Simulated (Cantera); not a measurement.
A Cantera script and its output.

```python
import numpy as np
import cantera as ct

gas = ct.Solution("gri30.yaml")
gas.TPX = 1075, 520000, {'CH4': 1, 'O2': 1.33, 'N2': 6.67}
reactor = ct.IdealGasReactor(gas, energy="on", clone=False)
net = ct.ReactorNet([reactor])
net.rtol, net.atol = 1e-08, 1e-16
show = ['CH4', 'O2', 'CH2CO', 'NO', 'CO2', 'CO', 'H2']
times = np.geomspace(8e-06, 2, 12)

steps = ct.SolutionArray(gas, extra=["t"])
rows = []
print(f"{'t/s':>10s}{'T/K':>9s}{'P/Pa':>11s}" + "".join(f"{s:>11s}" for s in show))
for t in times:
    while net.time < t:
        t_next = net.step()
        steps.append(gas.state, t=t_next)
    rows.append([np.interp(t, steps.t, y) for y in (steps.T, steps.P, *steps(*show).X.T)])
    print(f"{t:10.3e}{rows[-1][0]:9.1f}{rows[-1][1]:11.4g}" + "".join(f"{x:11.3e}" for x in rows[-1][2:]))
rate = np.gradient(steps.T, steps.t)
print("integrator steps:", len(steps.t))
if steps.T.max() > steps.T[0] + 200:
    print(f"time of steepest temperature rise: {steps.t[rate.argmax()]:.4e} s")
gas.TPX = 1075, 520000, {'CH4': 1, 'O2': 1.33, 'N2': 6.67}
gas.equilibrate("UV")
print(f"equilibrium (UV): T = {gas.T:.1f} K  " + "  ".join(f"{s} {gas[s].X[0]:.3e}" for s in show))
```

Result:

```
       t/s      T/K       P/Pa        CH4         O2      CH2CO         NO        CO2         CO         H2
 8.000e-06   1075.0    5.2e+05  1.111e-01  1.478e-01  9.521e-27  2.087e-24  1.733e-18  2.586e-16  1.700e-12
 2.476e-05   1075.0    5.2e+05  1.111e-01  1.478e-01  4.818e-24  1.925e-23  5.286e-17  7.806e-15  9.863e-12
 7.665e-05   1075.0    5.2e+05  1.111e-01  1.478e-01  1.855e-21  1.880e-22  1.717e-15  2.424e-13  7.990e-11
 2.373e-04   1075.0    5.2e+05  1.111e-01  1.478e-01  7.055e-19  1.998e-21  6.448e-14  8.026e-12  8.908e-10
 7.345e-04   1075.0    5.2e+05  1.111e-01  1.478e-01  4.409e-16  2.730e-20  3.564e-12  3.495e-10  1.475e-08
 2.274e-03   1075.0    5.2e+05  1.111e-01  1.478e-01  2.623e-13  4.498e-19  1.636e-10  2.085e-08  2.386e-07
 7.038e-03   1075.2  5.201e+05  1.111e-01  1.478e-01  1.434e-11  3.072e-18  1.377e-09  5.250e-07  1.546e-06
 2.178e-02   1075.9  5.204e+05  1.110e-01  1.477e-01  5.120e-10  2.164e-17  1.347e-08  9.136e-06  1.038e-05
 6.743e-02   1090.4  5.276e+05  1.090e-01  1.462e-01  2.328e-07  1.791e-15  3.783e-06  4.960e-04  3.073e-04
 2.087e-01   2600.8  1.355e+06  5.019e-11  3.573e-05  1.879e-13  3.334e-04  2.706e-02  7.612e-02  6.196e-02
 6.461e-01   2600.8  1.355e+06  5.019e-11  3.573e-05  1.879e-13  3.334e-04  2.706e-02  7.612e-02  6.196e-02
 2.000e+00   2600.8  1.355e+06  5.019e-11  3.573e-05  1.879e-13  3.334e-04  2.706e-02  7.612e-02  6.196e-02
integrator steps: 2560
time of steepest temperature rise: 8.2076e-02 s
equilibrium (UV): T = 2600.8 K  CH4 5.648e-11  O2 3.573e-05  CH2CO 2.063e-13  NO 3.334e-04  CO2 2.706e-02  CO 7.612e-02  H2 6.196e-02
```

Cantera simulation using GRI-Mech 3.0 (53 species, 325 reactions); the numbers are that mechanism's predictions, not measurements.
